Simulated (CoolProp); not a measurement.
Vapour pressure (bar) of R227EA: the reference equation beside estimates from Tc = 374.9 K, pc = 29.25 bar, ω = 0.358. Clausius-Clapeyron is anchored at 294.2 K with a constant enthalpy of vaporisation of 19.35 kJ/mol.

Computed with CoolProp (reference Helmholtz-energy equation of state, Lemmon 2016).

```json
[
 {"T (K)": "279.2", "reference": "2.435", "Lee-Kesler": "2.443", "Clausius-Clapeyron": "2.630", "van der Waals": "7.985", "Redlich-Kwong": "4.225", "Soave-Redlich-Kwong": "2.444", "Peng-Robinson": "2.424"},
 {"T (K)": "281.7", "reference": "2.659", "Lee-Kesler": "2.669", "Clausius-Clapeyron": "2.832", "van der Waals": "8.338", "Redlich-Kwong": "4.526", "Soave-Redlich-Kwong": "2.670", "Peng-Robinson": "2.647"},
 {"T (K)": "284.2", "reference": "2.898", "Lee-Kesler": "2.909", "Clausius-Clapeyron": "3.045", "van der Waals": "8.700", "Redlich-Kwong": "4.843", "Soave-Redlich-Kwong": "2.912", "Peng-Robinson": "2.884"},
 {"T (K)": "286.7", "reference": "3.153", "Lee-Kesler": "3.165", "Clausius-Clapeyron": "3.270", "van der Waals": "9.073", "Redlich-Kwong": "5.174", "Soave-Redlich-Kwong": "3.170", "Peng-Robinson": "3.138"},
 {"T (K)": "289.2", "reference": "3.425", "Lee-Kesler": "3.439", "Clausius-Clapeyron": "3.508", "van der Waals": "9.456", "Redlich-Kwong": "5.521", "Soave-Redlich-Kwong": "3.446", "Peng-Robinson": "3.409"},
 {"T (K)": "291.7", "reference": "3.715", "Lee-Kesler": "3.729", "Clausius-Clapeyron": "3.759", "van der Waals": "9.849", "Redlich-Kwong": "5.884", "Soave-Redlich-Kwong": "3.739", "Peng-Robinson": "3.697"},
 {"T (K)": "294.2", "reference": "4.022", "Lee-Kesler": "4.038", "Clausius-Clapeyron": "4.022", "van der Waals": "10.25", "Redlich-Kwong": "6.263", "Soave-Redlich-Kwong": "4.051", "Peng-Robinson": "4.004"},
 {"T (K)": "296.6", "reference": "4.335", "Lee-Kesler": "4.352", "Clausius-Clapeyron": "4.288", "van der Waals": "10.65", "Redlich-Kwong": "6.643", "Soave-Redlich-Kwong": "4.369", "Peng-Robinson": "4.317"},
 {"T (K)": "299.1", "reference": "4.681", "Lee-Kesler": "4.698", "Clausius-Clapeyron": "4.579", "van der Waals": "11.07", "Redlich-Kwong": "7.055", "Soave-Redlich-Kwong": "4.720", "Peng-Robinson": "4.662"},
 {"T (K)": "301.6", "reference": "5.047", "Lee-Kesler": "5.065", "Clausius-Clapeyron": "4.884", "van der Waals": "11.51", "Redlich-Kwong": "7.485", "Soave-Redlich-Kwong": "5.092", "Peng-Robinson": "5.027"},
 {"T (K)": "304.1", "reference": "5.434", "Lee-Kesler": "5.452", "Clausius-Clapeyron": "5.204", "van der Waals": "11.95", "Redlich-Kwong": "7.932", "Soave-Redlich-Kwong": "5.485", "Peng-Robinson": "5.414"},
 {"T (K)": "306.6", "reference": "5.843", "Lee-Kesler": "5.861", "Clausius-Clapeyron": "5.539", "van der Waals": "12.41", "Redlich-Kwong": "8.397", "Soave-Redlich-Kwong": "5.901", "Peng-Robinson": "5.824"}
]
```

Absolute difference from the reference over all 12 rows, mean and median: Lee-Kesler 0.4 and 0.4 %, Clausius-Clapeyron 3.6 and 3.5 %, van der Waals 164.0 and 160.0 %, Redlich-Kwong 57.7 and 57.1 %, Soave-Redlich-Kwong 0.7 and 0.7 %, Peng-Robinson 0.4 and 0.4 %.
